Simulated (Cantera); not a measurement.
A perfectly stirred reactor is fed with H2 : O2 = 0.063 : 1 (molar parts), at 15.8 Torr; it is held at 1325 K, and followed from long to short residence time.

Detailed kinetics in Cantera: the H2/O2 subset of GRI-Mech 3.0, which has no nitrogen chemistry. Radical loss at walls, strong at low pressure, is not modelled. The temperature is held fixed by assumption; the heat of reaction is taken as removed at once.

Question: Predict: x(H2) at τ = 3.80 s; x(O2) at τ = 3.80 s; x(OH) at τ = 3.80 s; x(HO2) at τ = 3.80 s; x(O) at τ = 3.80 s; x(H2) at τ = 54.0 ms; x(O2) at τ = 54.0 ms; x(OH) at τ = 54.0 ms; x(HO2) at τ = 54.0 ms; x(O) at τ = 54.0 ms.

Answer: 
- x(H2) at τ = 3.80 s: 5.54e-5
- x(O2) at τ = 3.80 s: 0.937
- x(OH) at τ = 3.80 s: 0.00102
- x(HO2) at τ = 3.80 s: 8.02e-7
- x(O) at τ = 3.80 s: 0.00111
- x(H2) at τ = 54.0 ms: 0.000698
- x(O2) at τ = 54.0 ms: 0.922
- x(OH) at τ = 54.0 ms: 0.00372
- x(HO2) at τ = 54.0 ms: 3.29e-6
- x(O) at τ = 54.0 ms: 0.0147
